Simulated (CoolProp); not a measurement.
Vapour-liquid equilibrium of R114 (1) + benzene (2) at 379.6 K; x and y are mole fractions of (1).

Values from CoolProp's multi-fluid Helmholtz-energy mixture model, Platzer 1990 and Thol 2012; pair parameters Bell 2016. This equation is an older, rougher fit; its heat capacities, sound speeds and derivatives of the liquid may be far off and weren't checked against measurements.

| x | bubble pressure (bar) | y at the bubble point | dew pressure at overall composition x (bar) | liquid density (mol/L) |
|---|---|---|---|---|
| 0.05 | 3.569 | 0.407 | 2.250 | 9.860 |
| 0.2 | 6.736 | 0.702 | 2.666 | 9.362 |
| 0.35 | 8.845 | 0.788 | 3.264 | 8.866 |
| 0.5 | 10.47 | 0.838 | 4.199 | 8.368 |
| 0.65 | 11.97 | 0.879 | 5.845 | 7.866 |
| 0.8 | 13.57 | 0.924 | 9.198 | 7.355 |
| 0.95 | 15.42 | 0.978 | 14.48 | 6.828 |

No azeotrope shows between x = 0.05 and 0.95.

Pair parameters are fitted to limited data, so mixtures are less certain than the pure fluids.
